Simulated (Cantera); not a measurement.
Charge: 1 mol c-C₄F₈, 0.32 mol Si, equilibrated at 1900 K and 360 Torr.

Equilibrium computed with Cantera from the NASA thermochemical tables; the gas is ideal and each condensed phase is pure. Candidate condensed phases: C, Si, SiC; 23 gas species. The feed counts by its element totals alone. Gases not in the tables: C₂F₆ and larger saturated fluorocarbons. Rates play no part.

Q: What is the equilibrium state?

A: 
```json
{
 "x(CF₄)": "0.832",
 "x(SiF₄)": "0.159",
 "x(CF₂)": "0.00613",
 "x(CF₃)": "0.00149",
 "x(F)": "0.000686",
 "x(SiF₃)": "2.19e-6",
 "x(C₂F₄)": "2.07e-6",
 "x(CF)": "1.89e-6",
 "n(C(graphite))": "2.31 mol",
 "gas_amount": "2.008 mol",
 "log10 activity of Si(l) (absent)": "-19.70"
}
```
